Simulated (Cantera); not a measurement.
Input (Python, Cantera) and output of one run.

```python
import numpy as np
import cantera as ct

gas_names = """
    SF6 PbS F2
""".split()
cond_names = """
    PbF2(a) PbF2(b) PbF2(L)
""".split()


# ... load() reads the species with a 1 bar reference pressure and builds the phases ...
species = {s.name: s for s in load("nasa_gas.yaml", gas_names) + load("nasa_condensed.yaml", cond_names)}
# Each term lists the table entries of one substance; the one whose range holds T is used.
reactions = {
    'PbF2 + SF6(g) = PbS(g) + 4 F2(g)':
        [(-1, ['PbF2(a)', 'PbF2(b)', 'PbF2(L)']), (-1, ['SF6']), (1, ['PbS']), (4, ['F2'])],
}


def pick(names, T):
    return next(species[n] for n in names if species[n].thermo.min_temp <= T <= species[n].thermo.max_temp)


results = []
for label, terms in reactions.items():
    print(label)
    print("     T/K   dH/kJ  dS/(J/K)   dG/kJ   log10 K")
    for T in [900, 950, 1000, 1050, 1100, 1150]:
        used = [(nu, pick(names, T)) for nu, names in terms]
        dH = sum(nu * s.thermo.h(T) for nu, s in used) / 1e6
        dS = sum(nu * s.thermo.s(T) for nu, s in used) / 1e3
        dG = dH - T * dS / 1e3
        logK = -dG * 1e6 / (ct.gas_constant * T * np.log(10))
        results.append((label, T, dH, dS, dG, logK, [s.name for _, s in used]))
        print(f"{T:8g} {dH:8.1f} {dS:8.1f} {dG:8.1f} {logK:8.2f}")
```

It prints:

```
PbF2 + SF6(g) = PbS(g) + 4 F2(g)
     T/K   dH/kJ  dS/(J/K)   dG/kJ   log10 K
     900   1995.3    604.2   1451.5   -84.24
     950   1992.7    601.3   1421.4   -78.15
    1000   1989.9    598.5   1391.4   -72.68
    1050   1987.7    596.3   1361.5   -67.73
    1100   1985.4    594.2   1331.8   -63.24
    1150   1967.1    577.7   1302.8   -59.17
```

Source: NASA polynomial tables (part measured, part estimated), evaluated in Cantera. Condensed species are held in their standard states even where they would react or evaporate.
